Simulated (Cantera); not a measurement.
# Adiabatic ignition

An adiabatic, constant-pressure homogeneous reactor starts with 6.50 % CH₄, 0.501 % H₂, 19.5 % O₂, 73.5 % N₂, at 1650 K and 4.93 atm.

Cantera simulation using GRI-Mech 3.0 (53 species, 325 reactions); the numbers are that mechanism's predictions, not measurements.

```csv
t (s),T (K),x CH₄,x H₂,x O₂,x N₂O,x C₂H₂,x C₂H₆
5.00e-6,1650,0.0650,0.00501,0.195,1.67e-10,7.28e-12,1.58e-7
1.31e-5,1650,0.0648,0.00501,0.195,9.57e-10,9.40e-10,6.42e-6
3.41e-5,1658,0.0624,0.00520,0.194,7.29e-9,4.24e-7,0.000331
8.89e-5,2740,<1e-12,0.00442,0.0636,1.74e-6,<1e-12,<1e-12
0.000232,2757,<1e-12,0.00400,0.0618,1.82e-6,<1e-12,<1e-12
0.000606,2749,<1e-12,0.00398,0.0592,1.86e-6,<1e-12,<1e-12
0.00158,2741,<1e-12,0.00395,0.0565,1.95e-6,<1e-12,<1e-12
0.00413,2739,<1e-12,0.00395,0.0557,1.98e-6,<1e-12,<1e-12
0.0108,2739,<1e-12,0.00395,0.0556,1.98e-6,<1e-12,<1e-12
0.0281,2739,<1e-12,0.00395,0.0556,1.98e-6,<1e-12,<1e-12
0.0734,2739,<1e-12,0.00395,0.0556,1.98e-6,<1e-12,<1e-12
0.192,2739,<1e-12,0.00395,0.0556,1.98e-6,<1e-12,<1e-12
0.500,2739,<1e-12,0.00395,0.0556,1.98e-6,<1e-12,<1e-12
```
x: mole fraction; the columns are a selection and need not sum to one.

```json
{
  "time_of_steepest_temperature_rise": "62.7 µs",
  "temperature at 0.500 s": "2739 K",
  "equilibrium_temperature": "2739 K",
  "x(CH₄) at 0.500 s": "<1e-12 (gas-phase equilibrium <1e-12)",
  "x(H₂) at 0.500 s": "0.00395 (gas-phase equilibrium 0.00395)",
  "x(O₂) at 0.500 s": "0.0556 (gas-phase equilibrium 0.0556)"
}
```
